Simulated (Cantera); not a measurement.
Cantera run:

```python
import numpy as np
import cantera as ct

gas_names = [...]  # 92 gases of nasa_gas.yaml made of C, H, N
cond_names = """
    C(gr) C6H6(L) C7H8(L) C8H18(L),n-octa
""".split()


# ... load() reads the species with a 1 bar reference pressure and builds the phases ...
atoms = {
    'C3H8': {'C': 3, 'H': 8},
    'H2': {'H': 2},
    'NH3': {'N': 1, 'H': 3},
}
top_T = {'C(gr)': 4500}  # K; cautious upper limits of use, not melting points


# ... equilibrate(T, P, feed) seeds the gas with the atoms and calls Mixture.equilibrate('TP', solver="vcs", rtol=1e-11, max_steps=5000) ...
results = []
feed = {'C3H8': 1, 'H2': 1.6, 'NH3': 0.038}  # mol
T = 3023  # K
P = 10000  # Pa
mix = equilibrate(T, P, feed)
results.append((T, P, feed, dict(zip(mix.species_names, mix.species_moles))))
print(gas.report(threshold=1e-06))
for i in range(1, mix.n_phases):
    print(f"{mix.phase(i).name:16s} {mix.phase_moles(i):12.5e} mol")
```

Result:

```
       temperature   3023 K
          pressure   10000 Pa
           density   0.0011674 kg/m^3
  mean mol. weight   2.9342 kg/kmol
   phase of matter   gas

                          1 kg             1 kmol
                     ---------------   ---------------
          enthalpy        6.2968e+07        1.8476e+08  J
   internal energy        5.4402e+07        1.5963e+08  J
           entropy             75524         2.216e+05  J/K
    Gibbs function       -1.6534e+08       -4.8515e+08  J
 heat capacity c_p             11191             32837  J/K
 heat capacity c_v            8357.5             24523  J/K

                      mass frac. Y      mole frac. X     chem. pot. / RT
                     ---------------   ---------------   ---------------
                 C         0.0025778        0.00062975           -3.7184
                CH        0.00028348        6.3892e-05           -15.606
               CH2        0.00021115         4.417e-05           -27.493
               CH3        0.00013428        2.6207e-05           -39.381
               CH4        1.2605e-05        2.3055e-06           -51.268
                CN         0.0023061        0.00026008           -22.885
                C2         0.0033242        0.00040604           -7.4368
               C2H              0.04         0.0046891           -19.324
    C2H2,acetylene           0.32452           0.03657           -31.212
   C2H2,vinylidene         0.0010785        0.00012154           -31.212
        C2H3,vinyl        2.4478e-05        2.6557e-06           -43.099
                C3          0.048862         0.0039789           -11.155
    C3H3,propargyl        5.4377e-05        4.0852e-06           -46.817
                C4        0.00023501        1.4353e-05           -14.874
              C4H2          0.017306         0.0010144           -38.648
                C5         0.0015972        7.8036e-05           -18.592
              C6H2        0.00075404        2.9866e-05           -46.085
                 H           0.13648           0.39728           -11.887
               HCN          0.031452         0.0034148           -34.772
               HNC         0.0060431         0.0006561           -34.772
                H2           0.37804           0.55022           -23.775
                 N        5.3919e-06        1.1295e-06           -19.167
                N2         0.0046791        0.00049009           -38.333
     [  +69 minor]         2.311e-05        1.7553e-06

C(gr)             2.24693e+00 mol
```

Method: chemical equilibrium by Gibbs-energy minimisation in Cantera with the NASA 1993 tables (ideal gas, pure condensed phases).
